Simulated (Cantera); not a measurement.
Feed: 1 mol Si₃N₄, 0.013 mol N₂O, 34 mol H₂, at 1198 K and 0.100 bar.

Equilibrium computed with Cantera from the NASA thermochemical tables; the gas is ideal and each condensed phase is pure. Candidate condensed phases: H₂O, Si, SiO₂, Si₂N₂O, Si₃N₄; 35 gas species. Mutual solubility and eutectic melting of coexisting phases are not modelled. The numbers say what is thermodynamically allowed, not how fast it happens.

Question: What is the equilibrium state?

Answer: 
* **x(H₂)**: 0.999
* **x(N₂)**: 0.000509
* **n(Si₂N₂O(s))**: 0.0130 mol
* **n(Si₃N₄(s))**: 0.991 mol
* **gas amount**: 34.02 mol
* **log10 activity of Si(s) (absent)**: -2.19
